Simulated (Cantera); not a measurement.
Charge: 1 mol PbO, 9 mol CO, 0.42 mol H2, held at 8.25 Torr.

These are equilibrium values from Cantera (NASA tables, ideal gas, pure condensed phases), not measurements of a reactor. Candidate condensed phases: C, C6H6, C7H8, C8H18, H2O, Pb, PbO, PbO2, Pb3O4; 113 gas species. Kinetics and transport are ignored.

**Question.** Which condensed phases are stable at each of these points (T (°C)): 702, 852, 1002, 1152, 1302, 1452, 1602, 1752, 1902, 2052?

**Answer.** 
| T (°C) | condensed phases | Pb condensed (%) |
|---|---|---|
| 702 | Pb(l) | 99.2 |
| 852 | Pb(l) | 83.5 |
| 1002 | gas only | 0.0 |
| 1152 | gas only | 0.0 |
| 1302 | gas only | 0.0 |
| 1452 | gas only | 0.0 |
| 1602 | gas only | 0.0 |
| 1752 | gas only | 0.0 |
| 1902 | gas only | 0.0 |
| 2052 | gas only | 0.0 |

From 702 °C to 852 °C the condensed part is Pb(l). From 1002 °C to 2052 °C nothing is condensed.
